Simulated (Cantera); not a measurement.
Feed: 1 mol SiHCl₃, a varied amount of H₂, equilibrated at 1077 °C and 1.00 Torr.

Equilibrium computed with Cantera from the NASA thermochemical tables; the gas is ideal and each condensed phase is pure. Candidate condensed phases: Si; 19 gas species. The numbers say what is thermodynamically allowed, not how fast it happens.

What share of the Si ends up in condensed phases as a function of n(H₂) (mol), at 5.9, 8.3, 12, 17, 24, 33, 47, 67, 94, 130, 190?


| n(H₂) (mol) | Si condensed (%) | as |
|---|---|---|
| 5.9 | 16.5 | Si(s) |
| 8.3 | 24.2 | Si(s) |
| 12 | 33.2 | Si(s) |
| 17 | 42.0 | Si(s) |
| 24 | 50.8 | Si(s) |
| 33 | 58.6 | Si(s) |
| 47 | 66.6 | Si(s) |
| 67 | 73.8 | Si(s) |
| 94 | 79.6 | Si(s) |
| 130 | 84.2 | Si(s) |
| 190 | 88.5 | Si(s) |
